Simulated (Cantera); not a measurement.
# Equilibrium for chlorosilane synthesis and conversion: Si + HCl + H2

A closed system holds: 1 mol Si, 1.1 mol HCl, 2.5 mol H2, held at 1298.15 K and 0.670 bar.

These are equilibrium values from Cantera (NASA tables, ideal gas, pure condensed phases), not measurements of a reactor. Candidate condensed phases: Si; 19 gas species. The tables' values for SiCl3 are old estimates; treat these amounts as uncertain. The numbers say what is thermodynamically allowed, not how fast it happens.

```yaml
x(H2): 0.854
x(HCl): 0.0659
x(SiCl4): 0.0350
x(SiHCl3): 0.0205
x(SiCl2): 0.0135
x(SiCl3): 0.00890
x(SiH2Cl2): 0.00169
x(SiH3Cl): 3.92e-5
x(H): 1.21e-6
n(Si(s)): 0.730 mol
gas_amount: 3.391 mol
```
